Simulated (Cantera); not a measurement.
A perfectly stirred reactor is fed with CH4 : O2 : N2 = 1 : 2.15 : 9.7 (molar parts), at 1.00 bar; it is adiabatic with a 398 K inlet, and is followed from long to short residence time, starting on the burning branch (τ in s: 0.39, 0.14, 0.051, 0.019, 0.0068, 0.0025, 0.0009, 0.00033, 0.00012, 4.3e-05).

Cantera simulation using GRI-Mech 3.0 (53 species, 325 reactions); the numbers are that mechanism's predictions, not measurements.

x: mole fraction; the columns are a selection and need not sum to one.

| τ (s) | T (K) | x CH4 | x O2 | x C2H6 | x CO | x HCO |
|---|---|---|---|---|---|---|
| 0.39 | 2065 | 1.93e-6 | 0.0123 | 2.36e-12 | 0.00215 | ? |
| 0.14 | 2056 | 4.38e-6 | 0.0129 | 1.13e-11 | 0.00285 | ? |
| 0.051 | 2040 | 9.04e-6 | 0.0137 | 4.21e-11 | 0.00415 | ? |
| 0.019 | 2014 | 1.76e-5 | 0.0150 | 1.31e-10 | 0.00614 | ? |
| 0.0068 | 1974 | 3.54e-5 | 0.0168 | 4.09e-10 | 0.00897 | ? |
| 0.0025 | 1921 | 7.25e-5 | 0.0192 | 1.32e-9 | 0.0124 | ? |
| 0.00090 | 1854 | 0.000163 | 0.0224 | 5.33e-9 | 0.0165 | ? |
| 0.00033 | 1774 | 0.000416 | 0.0268 | 3.10e-8 | 0.0220 | ? |
| 0.00012 | 1643 | 0.00195 | 0.0387 | 1.05e-6 | 0.0350 | ? |
| 4.3e-5 | 398 | 0.0778 | 0.167 | <1e-12 | <1e-12 | <1e-12 |

Problem. Fill in the missing entries.

Solution. 
- 0.39, x HCO: 6.92e-9
- 0.14, x HCO: 1.94e-8
- 0.051, x HCO: 5.35e-8
- 0.019, x HCO: 1.44e-7
- 0.0068, x HCO: 4.01e-7
- 0.0025, x HCO: 1.06e-6
- 0.00090, x HCO: 2.83e-6
- 0.00033, x HCO: 7.40e-6
- 0.00012, x HCO: 2.18e-5
